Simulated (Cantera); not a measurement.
What does this Cantera script print?

```python
import numpy as np
import cantera as ct

gas = ct.Solution("gri30.yaml")
gas.TPX = 425, 100000, {'CH4': 1, 'O2': 3.57, 'N2': 13.4}
inlet = ct.Reservoir(gas, clone=True)
gas.equilibrate("HP")  # start burning
reactor = ct.IdealGasConstPressureReactor(gas, energy="on", clone=False)
exhaust = ct.Reservoir(gas, clone=True)
tau = [0.097, 0.043, 0.019, 0.0083, 0.0037, 0.0016, 0.00071, 0.00031, 0.00014, 6e-05, 2.7e-05, 1.2e-05, 5.1e-06][0]
for a, b in ((inlet, reactor), (reactor, exhaust)):
    ct.MassFlowController(a, b, mdot=lambda t: reactor.mass / tau)
net = ct.ReactorNet([reactor])
show = ['CH4', 'O2', 'HCN', 'C2H', 'H', 'CO']

rows = []
print(f"{'tau/s':>10s}{'T/K':>9s}" + "".join(f"{s:>11s}" for s in show))
for tau in [0.097, 0.043, 0.019, 0.0083, 0.0037, 0.0016, 0.00071, 0.00031, 0.00014, 6e-05, 2.7e-05, 1.2e-05, 5.1e-06]:
    net.initial_time = 0.0
    net.advance(30 * tau)
    before = gas.X
    net.advance(40 * tau)
    drift = np.max(np.abs(gas.X - before) / (gas.X + 1e-9))
    rows.append([gas.T, *gas[show].X, drift])
    print(f"{tau:10.3e}{gas.T:9.1f}" + "".join(f"{x:11.3e}" for x in gas[show].X))
```

It prints:

```
     tau/s      T/K        CH4         O2        HCN        C2H          H         CO
 9.700e-02   1688.3  1.453e-05  8.727e-02  2.855e-09  6.412e-13  1.254e-05  3.122e-04
 4.300e-02   1684.3  2.438e-05  8.731e-02  3.735e-09  1.234e-12  2.718e-05  5.409e-04
 1.900e-02   1677.8  4.103e-05  8.742e-02  5.049e-09  2.214e-12  5.891e-05  9.390e-04
 8.300e-03   1667.2  7.007e-05  8.768e-02  7.397e-09  3.773e-12  1.269e-04  1.640e-03
 3.700e-03   1650.6  1.205e-04  8.818e-02  1.175e-08  6.154e-12  2.593e-04  2.820e-03
 1.600e-03   1622.6  2.216e-04  8.926e-02  2.022e-08  1.041e-11  5.109e-04  4.960e-03
 7.100e-04   1577.9  4.452e-04  9.153e-02  3.486e-08  1.913e-11  8.784e-04  8.735e-03
 3.100e-04   1481.5  1.413e-03  9.859e-02  6.149e-08  5.292e-11  1.062e-03  1.767e-02
 1.400e-04    425.0  5.565e-02  1.987e-01  4.534e-21 -1.528e-44 -7.421e-31  1.371e-15
 6.000e-05    425.0  5.565e-02  1.987e-01  9.258e-23 -1.091e-50 -2.094e-33  2.799e-17
 2.700e-05    425.0  5.565e-02  1.987e-01  5.297e-25  2.343e-54  2.281e-34  1.601e-19
 1.200e-05    425.0  5.565e-02  1.987e-01  3.346e-26  8.477e-58 -1.730e-36  1.011e-20
 5.100e-06    425.0  5.565e-02  1.987e-01  2.113e-27  3.331e-60 -2.186e-36  6.389e-22
```

Model: GRI-Mech 3.0 (53 species, 325 reactions), integrated in Cantera.
